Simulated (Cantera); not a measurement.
Input: 1 mol CH₃SiCl₃, 1.7 mol H₂, at 1350 K and 1.00 bar.

These are equilibrium values from Cantera (NASA tables, ideal gas, pure condensed phases), not measurements of a reactor. Candidate condensed phases: C, C₆H₆, C₇H₈, C₈H₁₈, Si, SiC; 109 gas species. The feed counts by its element totals alone. The tables' values for SiCl₃ are old estimates; treat these amounts as uncertain. Rates play no part.

Q: What is the equilibrium state?

A: 
```
Property                              Value
--------------------------------  ---------
x(H₂)                                 0.581
x(HCl)                                0.316
x(SiCl₄)                             0.0844
x(SiHCl₃)                           0.00888
x(SiCl₃)                            0.00558
x(CH₄)                              0.00195
x(SiCl₂)                            0.00184
x(SiH₂Cl₂)                         0.000136
x(H)                                1.82e-6
n(C(graphite))                    0.423 mol
n(SiC(s))                         0.569 mol
gas amount                        4.280 mol
log10 activity of Si(s) (absent)      -2.42
```
